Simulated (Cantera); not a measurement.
Feed: 1 mol B₂O₃, 10 mol F₂, 75 mol N₂, 2.3 mol NF₃, at 1923.15 K and 2.40 Pa.

These are equilibrium values from Cantera (NASA tables, ideal gas, pure condensed phases), not measurements of a reactor. Candidate condensed phases: B, BN, B₂O₃; 31 gas species. Rates play no part.

Base state: N₂ 0.753, F 0.209, BF₃ 0.0186, O₂ 0.00990, O 0.00736, NO 0.00130, BOF 0.00120 (mole fractions); condensed: gas only.

Task: What changes in the equilibrium state with this change: pressure from 2.40 Pa to 6.80 mbar?

Result: 
```tsv
species	before	after
N₂	0.753	0.756
F	0.209	0.208
BF₃	0.0186	0.0199
O	0.00736	0.000518
O₂	0.00990	0.0139
BOF	0.00120	3.24e-7
NO	0.00130	0.00155
```

Task: What changes in the equilibrium state with this change: NF₃ from 2.3 to 4.2 mol?

Result: 
```tsv
species	before	after
N₂	0.753	0.715
F	0.209	0.249
BF₃	0.0186	0.0178
BOF	0.00120	0.000791
O₂	0.00990	0.00934
NO	0.00130	0.00124
O	0.00736	0.00715
```

Task: What changes in the equilibrium state with this change: pressure from 2.40 Pa to 23.0 Pa?

Result: 
```csv
species,before,after
N₂,0.753,0.756
F,0.209,0.208
BF₃,0.0186,0.0198
O,0.00736,0.00270
O₂,0.00990,0.0128
BOF,0.00120,4.98e-5
NO,0.00130,0.00148
```
